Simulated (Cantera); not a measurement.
Cu + HF + N₂ (aluminium and copper etching)

A closed system holds: 1 mol Cu, 2.9 mol HF, 0.37 mol N₂, at 10.0 mbar.

These are equilibrium values from Cantera (NASA tables, ideal gas, pure condensed phases), not measurements of a reactor. Candidate condensed phases: Cu, CuF₂; 25 gas species. Equilibrium is a limit: real reactors are often held back by kinetics, nucleation or transport.

```tsv
T (K)	x HF	x N₂	x CuF	x H₂	x Cu	x H	n Cu(s)	n Cu(l)
1223	0.887	0.113	0.000147	7.37e-5	2.29e-6	2.58e-8	1.000	0
1273	0.886	0.113	0.000284	0.000142	8.24e-6	8.49e-8	0.999	0
1323	0.886	0.113	0.000519	0.000260	2.68e-5	2.55e-7	0.998	0
1373	0.885	0.113	0.000900	0.000450	7.90e-5	7.06e-7	0	0.997
1423	0.885	0.113	0.00147	0.000735	0.000209	1.80e-6	0	0.994
1473	0.883	0.113	0.00232	0.00116	0.000517	4.31e-6	0	0.991
1523	0.881	0.113	0.00355	0.00177	0.00120	9.73e-6	0	0.984
```
x: gas mole fraction; n: condensed amount in mol.

From 1223 K to 1323 K the condensed part is Cu(s). From 1373 K to 1523 K the condensed part is Cu(l). The main Cu-bearing gas is CuF throughout. The share of Cu in condensed phases is highest at 1223 K (100.0 %) and lowest at 1523 K (98.4 %).
